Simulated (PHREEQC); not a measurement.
# Buffer: speciation

Solution (25 °C): 0.013 mol/kgw NaH2PO4, 0.048 mol/kgw NaF and 0.00098 mol/kgw KCl. Closed to the air; pH follows from the charge balance.

The numbers come from PHREEQC with the ion-association model, phreeqc.dat.

Each row changes one thing in this solution. This is a speciation only: nothing precipitates in the calculation.

| case | pH | ionic strength (mol/kgw) | NaF (mol/kgw) | HF (mol/kgw) | HF2- (mol/kgw) | SI of Halite (NaCl) | SI of Sylvite (KCl) |
|---|---|---|---|---|---|---|---|
| as made | 5.32 | 0.0612 | 0.00103 | 0.000263 | 4.70e-5 | -5.99 | -7.11 |
| NaH2PO4 replaced by Na3PO4 at the same molality | 11.71 | 0.111 | 0.00131 | 1.01e-10 | 1.81e-11 | -5.88 | -7.16 |
| KCl from 0.00098 to 9.8e-05 mol/kgw | 5.32 | 0.0604 | 0.00103 | 0.000263 | 4.70e-5 | -6.99 | -9.11 |
| NaF from 0.048 to 0.0048 mol/kgw | 4.93 | 0.0189 | 3.64e-5 | 7.08e-5 | 1.28e-6 | -6.45 | -7.04 |
| NaF from 0.048 to 0.0432 mol/kgw | 5.30 | 0.0566 | 0.000867 | 0.000250 | 4.02e-5 | -6.02 | -7.11 |
| NaH2PO4 left out | 7.87 | 0.0481 | 0.000852 | 7.67e-7 | 1.39e-7 | -6.08 | -7.09 |

Complexes and solids missing from the database can't appear.
